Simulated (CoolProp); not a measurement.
Fluoroethane (R161) at 303.72 K and 0.332 MPa is throttled through a valve to 0.223 MPa with no heat exchange. Each further row changes one setting.

Values from CoolProp's reference Helmholtz-energy equation of state, Wu 2012.

```
case                        temperature change (K)  final density (kg/m³)
--------------------------  ----------------------  ---------------------
as stated                                     -2.3                   4.42
outlet pressure 0.0669 MPa                    -5.6                   1.31
outlet pressure 0.29 MPa                      -0.9                   5.79
```
